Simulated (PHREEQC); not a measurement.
Solution (25 °C): 0.0044 mol HF, 0.27 mol (CH3)4NF and 3.1e-07 mol H4SiO4 per kg of water. Closed to the air; pH follows from the charge balance.

Computed with PHREEQC (ion-association model, phreeqc.dat).

This is a speciation only: nothing precipitates in the calculation.

Problem. What pH, activity of water does the model give?

Solution. pH 5.07; activity of water 0.991.

Problem. In which forms is F present?

Solution. F- 98 %, HF2- 1.6 %, HF 0.8 % of the F.

Species that the database lacks are ignored. (CH3)4N+ isn't in the database: it is added as a free cation with an ion size of 4 Å. SiF6-2 is the database's only silicon fluoride.
